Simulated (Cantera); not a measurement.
Input: 1 mol (CH3)2SiCl2, 0.14 mol C3H8, 2.8 mol H2, equilibrated at 0.200 bar.

Method: chemical equilibrium by Gibbs-energy minimisation in Cantera with the NASA 1993 tables (ideal gas, pure condensed phases). Candidate condensed phases: C, C6H6, C7H8, C8H18, Si, SiC; 109 gas species. The feed counts by its element totals alone. Gases not in the tables: Si2H6 and higher silanes. The numbers say what is thermodynamically allowed, not how fast it happens.

What share of the Si ends up in condensed phases as a function of T (K), at 1673, 1723, 1773, 1823, 1873, 1923, 1973, 2023, 2073, 2123, 2173, 2223, 2273, 2323?


| T (K) | Si condensed (%) | as |
|---|---|---|
| 1673 | 96.1 | SiC(s) |
| 1723 | 95.6 | SiC(s) |
| 1773 | 95.0 | SiC(s) |
| 1823 | 94.4 | SiC(s) |
| 1873 | 93.7 | SiC(s) |
| 1923 | 92.9 | SiC(s) |
| 1973 | 92.1 | SiC(s) |
| 2023 | 91.2 | SiC(s) |
| 2073 | 90.3 | SiC(s) |
| 2123 | 89.4 | SiC(s) |
| 2173 | 88.4 | SiC(s) |
| 2223 | 87.3 | SiC(s) |
| 2273 | 86.0 | SiC(s) |
| 2323 | 84.6 | SiC(s) |
